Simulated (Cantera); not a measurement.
**Ti + C₃H₈ + H₂ (titanium nitride, carbide and oxide coatings)**

Feed: 1 mol Ti, 0.084 mol C₃H₈, 1.8 mol H₂, held at 2.10 mbar.

These are equilibrium values from Cantera (NASA tables, ideal gas, pure condensed phases), not measurements of a reactor. Candidate condensed phases: C, C₆H₆, C₇H₈, C₈H₁₈, Ti, TiC; 77 gas species. Mutual solubility and eutectic melting of coexisting phases are not modelled. TiC: taken at fixed stoichiometry. Condensed phases not in the tables: N, O or C dissolved in the metal. Equilibrium is a limit: real reactors are often held back by kinetics, nucleation or transport.

From 1275 K to 1875 K the condensed part is Ti(β) + TiC(s). From 1975 K to 2175 K the condensed part is Ti(l) + TiC(s).

```csv
T (K),x H₂,x H,x Ti,n Ti(β),n TiC(s),n Ti(l)
1275,1.000,1.61e-5,7.56e-10,0.748,0.252,0
1375,1.000,7.48e-5,1.79e-8,0.748,0.252,0
1475,1.000,0.000283,2.75e-7,0.748,0.252,0
1575,0.999,0.000906,2.96e-6,0.748,0.252,0
1675,0.997,0.00253,2.39e-5,0.748,0.252,0
1775,0.994,0.00630,0.000152,0.748,0.252,0
1875,0.985,0.0142,0.000787,0.746,0.252,0
1975,0.967,0.0294,0.00339,0,0.252,0.741
2075,0.932,0.0561,0.0122,0,0.252,0.721
2175,0.862,0.0989,0.0390,0,0.252,0.657
```
x: gas mole fraction; n: condensed amount in mol.
